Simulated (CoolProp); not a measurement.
A single-stage vapour-compression cycle with the fluid: evaporating at 294.15 K (dew point), condensing at 353.15 K (bubble point), superheat 2 K, subcooling 8 K, compressor efficiency 0.9, no pressure losses. The same conditions are run with several fluids, on thermodynamics alone (safety and materials aside).

Computed with CoolProp (reference Helmholtz-energy equation of state of each fluid (c-C4F8 (RC318): Platzer 1990; benzene: Thol 2012; cyclohexane: Zhou 2014; R1224YDZ: Akasaka 2023; R245fa: Akasaka 2015; R123: Younglove 1994)). The equations of Platzer and Polt are older, rougher fits.

Task: Rank c-C4F8 (RC318), benzene, cyclohexane, R1224YDZ, R245fa, R123 by cooling COP, highest first.

Result: benzene (3.98), cyclohexane (3.87), R123 (3.69), R245fa (3.50), R1224YDZ (3.48), c-C4F8 (RC318) (2.68)

```tsv
fluid	pressure ratio	discharge temperature (K)	refrigerating effect (kJ/kg)	volumetric capacity (kJ/m³)
c-C4F8 (RC318)	4.90	353.1	47.7	1170
benzene	9.61	372.0	347	116
cyclohexane	9.15	353.5	297	111
R1224YDZ	5.75	353.1	107	870
R245fa	6.17	353.1	125	915
R123	6.22	353.2	121	611
```

The compression ends wet for: c-C4F8 (RC318); R1224YDZ; R245fa; R123.
